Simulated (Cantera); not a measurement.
**Fluorocarbon and chlorocarbon gases: CH3Cl + HCl**

Charge: 1 mol CH3Cl, 0.16 mol HCl, equilibrated at 873 K and 12.8 Torr.

Method: chemical equilibrium by Gibbs-energy minimisation in Cantera with the NASA 1993 tables (ideal gas, pure condensed phases). Candidate condensed phases: C, C6H6, C7H8, C8H18; 91 gas species. The numbers say what is thermodynamically allowed, not how fast it happens.

* **x(HCl)**: 0.538
* **x(H2)**: 0.460
* **x(CH4)**: 0.00162
* **n(C(graphite))**: 0.997 mol
* **gas amount**: 2.157 mol
